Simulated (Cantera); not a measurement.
Feed: 1 mol SiH2Cl2, 0.25 mol H2O, equilibrated at 675 °C and 1.33 mbar.

These are equilibrium values from Cantera (NASA tables, ideal gas, pure condensed phases), not measurements of a reactor. Candidate condensed phases: H2O, Si, SiO2; 30 gas species. The tables' values for SiCl3 are old estimates; treat these amounts as uncertain. Equilibrium is a limit: real reactors are often held back by kinetics, nucleation or transport.

Base state: H2 0.678, SiCl4 0.253, HCl 0.0413, SiHCl3 0.0187, SiCl3 0.00536, SiCl2 0.00383, SiH2Cl2 0.000140 (mole fractions); condensed: Si(s) + SiO2(β-quartz).

Q: What changes in the equilibrium state with this change: H2O from 0.25 to 8.1 mol?

A: 
| species | before | after |
|---|---|---|
| H2O | <1e-9 | 0.604 |
| HCl | 0.0413 | 0.198 |
| H2 | 0.678 | 0.198 |
| SiCl4 | 0.253 | <1e-9 |
| SiHCl3 | 0.0187 | <1e-9 |
| SiCl3 | 0.00536 | <1e-9 |
| SiCl2 | 0.00383 | <1e-9 |
| Si(s), mol | 0.379 | 0 |
| SiO2(β-quartz), mol | 0.125 | 1.00 |

Q: What changes in the equilibrium state with this change: H2O from 0.25 to 4.3 mol?

A: 
```tsv
species	before	after
H2O	<1e-9	0.365
HCl	0.0413	0.317
H2	0.678	0.317
SiCl4	0.253	<1e-9
SiHCl3	0.0187	<1e-9
SiCl3	0.00536	<1e-9
SiCl2	0.00383	<1e-9
SiH2Cl2	0.000140	<1e-9
Si(s), mol	0.379	0
SiO2(β-quartz), mol	0.125	1.00
```
